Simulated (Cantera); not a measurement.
**Ignition delay**

Mixture: 3.33 % C₃H₈, 20.3 % O₂, 76.3 % N₂, at 16500 Torr, adiabatic and at constant volume. Ignition delay is the time to a rise of 400 K.

Computed with Cantera and GRI-Mech 3.0 (53 species, 325 reactions). GRI-Mech 3.0 was tuned for natural gas; its chemistry of propane as a main component is partial and can be far from experiment. The pressure lies above the range GRI-Mech 3.0 was tuned for (to about 10 atm).

```
T0 (K)  delay (ms)
------  ----------
1150          1.97
1200         0.842
1250         0.369
1300         0.167
1350        0.0791
1400        0.0394
1450        0.0208
1500        0.0116
```

- apparent activation energy between 1400 and 1500 K: 210 kJ/mol
